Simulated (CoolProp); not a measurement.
Properties of ammonia along the isobar 64.5 bar.

Computed with CoolProp (reference Helmholtz-energy equation of state, Gao 2020).

```tsv
T (K)	phase	cv (kJ/(kg K))	isothermal compressibility (1/MPa)	fugacity coefficient
392.2	gas	2.566	0.2437	0.7694
400.8	gas	2.440	0.2261	0.7874
409.3	gas	2.353	0.2143	0.8033
417.9	gas	2.290	0.2055	0.8177
426.5	gas	2.244	0.1988	0.8308
435.1	gas	2.211	0.1935	0.8426
443.7	gas	2.187	0.1892	0.8534
452.3	gas	2.170	0.1856	0.8633
460.8	gas	2.158	0.1826	0.8723
469.4	gas	2.151	0.1800	0.8806
478	gas	2.146	0.1777	0.8883
486.6	gas	2.145	0.1758	0.8954
495.2	gas	2.145	0.1740	0.9020
```
